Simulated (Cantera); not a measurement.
**Equilibrium for iron carbonyl, mercury and lead vapours: PbO + N2**

A closed system holds: 1 mol PbO, 0.25 mol N2, equilibrated at 13.3 mbar.

Cantera equilibrium calculation (NASA polynomials, part measured and part estimated; ideal gas, pure solids and liquids). Candidate condensed phases: Pb, PbO, PbO2, Pb3O4; 12 gas species. Kinetics and transport are ignored.

From 177 °C to 477 °C the condensed part is PbO(red). From 527 °C to 627 °C the condensed part is PbO(yellow).

| T (°C) | x N2 | x PbO | x Pb | x O2 | x NO | n PbO(red) | n PbO(yellow) |
|---|---|---|---|---|---|---|---|
| 177 | 1.00 | <1e-12 | <1e-12 | <1e-12 | <1e-12 | 1.00 | 0 |
| 227 | 1.00 | <1e-12 | <1e-12 | <1e-12 | <1e-12 | 1.00 | 0 |
| 277 | 1.00 | <1e-12 | <1e-12 | <1e-12 | <1e-12 | 1.00 | 0 |
| 327 | 1.00 | <1e-12 | <1e-12 | 2.42e-12 | <1e-12 | 1.00 | 0 |
| 377 | 1.00 | <1e-12 | <1e-12 | 3.99e-11 | 1.31e-12 | 1.00 | 0 |
| 427 | 1.00 | 1.24e-11 | <1e-12 | 4.43e-11 | 4.60e-12 | 1.00 | 0 |
| 477 | 1.00 | 3.14e-10 | 7.03e-11 | 6.29e-11 | 1.56e-11 | 1.00 | 0 |
| 527 | 1.00 | 5.25e-9 | 1.33e-9 | 6.11e-10 | 1.22e-10 | 0 | 1.00 |
| 577 | 1.00 | 6.24e-8 | 1.41e-8 | 7.03e-9 | 9.26e-10 | 0 | 1.00 |
| 627 | 1.000 | 5.60e-7 | 1.19e-7 | 5.70e-8 | 5.41e-9 | 0 | 1.00 |
x: gas mole fraction; n: condensed amount in mol.
